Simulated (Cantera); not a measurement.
A closed system holds: 1 mol Si2H6, 0.34 mol NO, held at 1748.15 K and 7.50 Torr.

Method: chemical equilibrium by Gibbs-energy minimisation in Cantera with the NASA 1993 tables (ideal gas, pure condensed phases). Candidate condensed phases: H2O, Si, SiO2, Si2N2O, Si3N4; 35 gas species. The feed counts by its element totals alone. Gases not in the tables: Si2H6 and higher silanes. The numbers say what is thermodynamically allowed, not how fast it happens.

Base state: H2 0.853, SiO 0.0967, N2 0.0484, H 0.00211, Si 0.000146, SiH 1.79e-5, SiH2 1.75e-5 (mole fractions); condensed: Si(l).

Task: What changes in the equilibrium state with this change: temperature from 1748.15 K to 2000 K?

Result: 
```json
[
 {"species": "H2", "before": "0.853", "after": "0.837"},
 {"species": "SiO", "before": "0.0967", "after": "0.0957"},
 {"species": "N2", "before": "0.0484", "after": "0.0478"},
 {"species": "H", "before": "0.00211", "after": "0.0149"},
 {"species": "Si", "before": "0.000146", "after": "0.00435"},
 {"species": "Si2", "before": "7.50e-7", "after": "4.51e-5"},
 {"species": "SiH", "before": "1.79e-5", "after": "0.000270"},
 {"species": "Si(l), mol", "before": "1.66", "after": "1.64"}
]
```
The tables' values for SiN are old estimates; treat these amounts as uncertain.
